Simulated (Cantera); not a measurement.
Input: 1 mol SiH2Cl2, 0.2 mol C2H2, 99 mol H2, equilibrated at 760 Pa.

Equilibrium computed with Cantera from the NASA thermochemical tables; the gas is ideal and each condensed phase is pure. Candidate condensed phases: C, C6H6, C7H8, C8H18, Si, SiC; 109 gas species. Mutual solubility and eutectic melting of coexisting phases are not modelled. Gases not in the tables: Si2H6 and higher silanes. Rates play no part.

Q: Which condensed phases are stable at each of these points (T (K)): 1148, 1298, 1448, 1598, 1748, 1898, 2048, 2198, 2348?

A: 
```
T (K)  condensed phases  Si condensed (%)
-----  ----------------  ----------------
1148     Si(s) + SiC(s)              91.2
1298     Si(s) + SiC(s)              90.9
1448     Si(s) + SiC(s)              89.9
1598     Si(s) + SiC(s)              88.7
1748     Si(l) + SiC(s)              86.6
1898     Si(l) + SiC(s)              70.7
2048             SiC(s)              37.9
2198             SiC(s)               4.6
2348           gas only               0.0
```

From 1148 K to 1598 K the condensed part is Si(s) + SiC(s). From 1748 K to 1898 K the condensed part is Si(l) + SiC(s). From 2048 K to 2198 K the condensed part is SiC(s). At 2348 K nothing is condensed.
